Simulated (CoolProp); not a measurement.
R410A at 298.15 K and 8.36 MPa flows at 7.7 m/s in a round tube of 1 mm bore and 1.5 µm roughness, fully developed (64/Re and Nu = 3.66 if laminar; Colebrook and Gnielinski if turbulent). Each further row changes one setting.

Values from CoolProp's reference Helmholtz-energy equation of state, Lemmon 2003. It is a pseudo-pure fit of the blend.

| case | Reynolds number | Darcy friction factor | pressure drop (Pa/m) | heat-transfer coefficient (W/(m² K)) | mass flow (kg/h) |
|---|---|---|---|---|---|
| as stated | 61900 | 0.0247 | 815000 | ? | ? |
| velocity 15.4 m/s | 124000 | 0.0234 | 3080000 | 51600 | ? |
| diameter 2 mm | 124000 | ? | ? | ? | ? |

Problem. Fill in the missing entries.

Solution. 
- as stated, heat-transfer coefficient (W/(m² K)): 26800
- as stated, mass flow (kg/h): 24.2
- velocity 15.4 m/s, mass flow (kg/h): 48.4
- diameter 2 mm, Darcy friction factor: 0.0208
- diameter 2 mm, pressure drop (Pa/m): 343000
- diameter 2 mm, heat-transfer coefficient (W/(m² K)): 23400
- diameter 2 mm, mass flow (kg/h): 96.8

Viscosity comes from a separate model (Geller 2000). Thermal conductivity comes from a separate model (Geller 2001).
